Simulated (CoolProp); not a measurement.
Vapour-liquid equilibrium of chloromethane (R40) (1) + isobutene (2) at 370.5 K; x and y are mole fractions of (1).

Values from CoolProp's multi-fluid Helmholtz-energy mixture model, Thol 2014 and Lemmon 2005; pair parameters Bell 2016.

```csv
x,"bubble pressure, mixture model (MPa)","bubble pressure, Raoult's law (MPa)","y, mixture model","y, Raoult's law"
0.05,1.822,1.807,0.077,0.085
0.2,2.053,2.009,0.275,0.307
0.35,2.266,2.211,0.440,0.489
0.5,2.466,2.414,0.585,0.640
0.65,2.658,2.616,0.718,0.767
0.8,2.844,2.818,0.843,0.877
0.95,3.027,3.020,0.962,0.971
```

The largest gap from Raoult's law is +2.5 % in bubble pressure, at x = 0.35. No azeotrope shows between x = 0.05 and 0.95.

Pair parameters are fitted to limited data, so mixtures are less certain than the pure fluids.
